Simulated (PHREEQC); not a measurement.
Dissolve 11 mmol/kgw HCl, 0.031 mmol/kgw ZnSO4 and 0.95 mmol/kgw KCl at 25 °C. It is in equilibrium with CO2 at log p = -3.4 (atm). Otherwise closed; pH follows from the charge balance.

All values are PHREEQC results (ion-association model, phreeqc.dat), not measurements.

Precipitation was switched off in this run.

### Question
What pH, specific conductance does the model give?

### Answer
pH 2.00; specific conductance 4470 µS/cm.

### Question
In which forms is S present?

### Answer
SO4-2 59 %, HSO4- 41 % of the S.

Species that the database lacks are ignored.
